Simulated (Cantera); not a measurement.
Feed: 1 mol LiOH, 0.24 mol H2O, equilibrated at 1375 K.

Equilibrium computed with Cantera from the NASA thermochemical tables; the gas is ideal and each condensed phase is pure. Candidate condensed phases: H2O, Li, LiH, LiOH, Li2O; 17 gas species. Kinetics and transport are ignored.

x: gas mole fraction; n: condensed amount in mol.

```tsv
P (Pa)	x H2O	x LiOH	x Li	x Li2O	x H2	n Li2O(s)	n LiOH(l)
10	0.439	0.557	0.00122	0.00106	0.000567	___	0
100	0.766	0.233	8.43e-5	0.000106	0.000476	___	0
1000	0.918	0.0807	5.64e-6	1.06e-5	0.000256	0.469	0
10000	0.973	0.0263	3.81e-7	1.06e-6	0.000124	0.490	0
100000	0.991	0.00838	2.59e-8	1.06e-7	5.82e-5	0.496	0
1000000	0.999	0.000892	5.91e-10	1.20e-9	2.72e-5	___	1.000
```

Complete the blanks.


- 10, n Li2O(s): 0.211
- 100, n Li2O(s): 0.402
- 1000000, n Li2O(s): 0
